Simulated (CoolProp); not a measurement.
Properties of ethanol along the isobar 26.6 MPa.

Model: reference Helmholtz-energy equation of state, Schroeder 2014, in CoolProp.

```json
[
 {"T (K)": "431.9", "phase": "liquid", "Joule-Thomson coefficient (K/MPa)": "-0.1189", "viscosity (µPa s)": "209"},
 {"T (K)": "455.4", "phase": "liquid", "Joule-Thomson coefficient (K/MPa)": "-0.05856", "viscosity (µPa s)": "166"},
 {"T (K)": "478.9", "phase": "liquid", "Joule-Thomson coefficient (K/MPa)": "0.008016", "viscosity (µPa s)": "134"},
 {"T (K)": "502.4", "phase": "liquid", "Joule-Thomson coefficient (K/MPa)": "0.09157", "viscosity (µPa s)": "110"},
 {"T (K)": "526", "phase": "supercritical", "Joule-Thomson coefficient (K/MPa)": "0.2120", "viscosity (µPa s)": "91.9"},
 {"T (K)": "549.5", "phase": "supercritical", "Joule-Thomson coefficient (K/MPa)": "0.3876", "viscosity (µPa s)": "78.0"},
 {"T (K)": "573", "phase": "supercritical", "Joule-Thomson coefficient (K/MPa)": "0.6198", "viscosity (µPa s)": "67.3"},
 {"T (K)": "596.5", "phase": "supercritical", "Joule-Thomson coefficient (K/MPa)": "0.8671", "viscosity (µPa s)": "59.3"},
 {"T (K)": "620", "phase": "supercritical", "Joule-Thomson coefficient (K/MPa)": "1.077", "viscosity (µPa s)": "53.7"}
]
```

Viscosity comes from a separate model (Kiselev 2005).
